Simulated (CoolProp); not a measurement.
Vapour-liquid equilibrium of CHF3 (R23) (1) + R22 (2) at 0.553 bar; x and y are mole fractions of (1).

The numbers come from the multi-fluid Helmholtz-energy mixture model, Penoncello 2003 and Kamei 1995; pair parameters Bell 2016 in CoolProp.

```csv
x,bubble temperature (°C),y at the bubble point,dew temperature at overall composition x (°C),liquid density (mol/L)
0.05,-60.1,0.352,-53.8,17.05
0.125,-67.7,0.618,-55.2,17.49
0.2,-73.1,___,-56.7,17.86
0.275,-76.9,0.822,-58.3,18.20
0.35,-79.9,0.868,-60.0,18.51
0.425,-82.1,0.899,-61.9,18.82
0.5,-84.0,0.921,-64.0,19.11
0.575,-85.5,0.937,___,19.41
0.65,-86.9,0.951,-68.9,___
0.725,-88.1,0.963,-72.0,20.00
0.8,-89.1,___,-75.6,20.31
0.875,-90.2,___,-80.4,20.62
0.95,-91.2,0.993,-86.8,20.95
```

Problem. Complete the blanks.

Solution. 
- 0.2, y at the bubble point: 0.749
- 0.575, dew temperature at overall composition x (°C): -66.3
- 0.65, liquid density (mol/L): 19.70
- 0.8, y at the bubble point: 0.973
- 0.875, y at the bubble point: 0.983

No azeotrope shows between x = 0.05 and 0.95.

Pair parameters are fitted to limited data, so mixtures are less certain than the pure fluids.
